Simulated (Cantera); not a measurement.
Charge: 1 mol (CH3)2SiCl2, 2.5 mol HCl, 1.5 mol H2, held at 1723.15 K and 0.970 bar.

These are equilibrium values from Cantera (NASA tables, ideal gas, pure condensed phases), not measurements of a reactor. Candidate condensed phases: C, C6H6, C7H8, C8H18, Si, SiC; 109 gas species. The feed counts by its element totals alone. The tables' values for SiCl3 are old estimates; treat these amounts as uncertain. Equilibrium is a limit: real reactors are often held back by kinetics, nucleation or transport.

Base state: H2 0.503, HCl 0.451, SiCl2 0.0234, SiCl3 0.0105, SiCl4 0.00890, SiHCl3 0.00204, CH4 0.000247, H 0.000132 (mole fractions); condensed: C(graphite) + SiC(s).

### Question
What changes in the equilibrium state with this change: HCl from 2.5 to 0.27 mol?

### Answer
| species | before | after |
|---|---|---|
| H2 | 0.503 | 0.630 |
| HCl | 0.451 | 0.351 |
| SiCl2 | 0.0234 | 0.0113 |
| SiCl3 | 0.0105 | 0.00354 |
| SiCl4 | 0.00890 | 0.00208 |
| SiHCl3 | 0.00204 | 0.000769 |
| SiH2Cl2 | 8.26e-5 | 5.00e-5 |
| CH4 | 0.000247 | 0.000387 |
| C(graphite), mol | 1.35 | 1.10 |
| SiC(s), mol | 0.646 | 0.898 |

### Question
What changes in the equilibrium state with this change: 1.7 mol HF added?

### Answer
```csv
species,before,after
H2,0.503,0.506
HCl,0.451,0.402
SiF4,0,0.0340
HF,0,0.0121
SiCl3,0.0105,0.00739
SiCl2,0.0234,0.0185
SiF3,0,0.00866
SiHF3,0,0.00280
SiF2,0,0.000892
SiH2F2,0,0.000102
SiCl4,0.00890,0.00555
"C(graphite), mol",1.35,1.73
"SiC(s), mol",0.646,0.269
```
The tables' values for SiF3, SiCl3, SiF2 are old estimates; treat these amounts as uncertain.

### Question
What changes in the equilibrium state with this change: HCl from 2.5 to 0.18 mol?

### Answer
```csv
species,before,after
H2,0.503,0.638
HCl,0.451,0.344
SiCl2,0.0234,0.0107
SiCl3,0.0105,0.00327
SiCl4,0.00890,0.00188
SiHCl3,0.00204,0.000716
SiH2Cl2,8.26e-5,4.81e-5
CH4,0.000247,0.000397
"C(graphite), mol",1.35,1.09
"SiC(s), mol",0.646,0.906
```
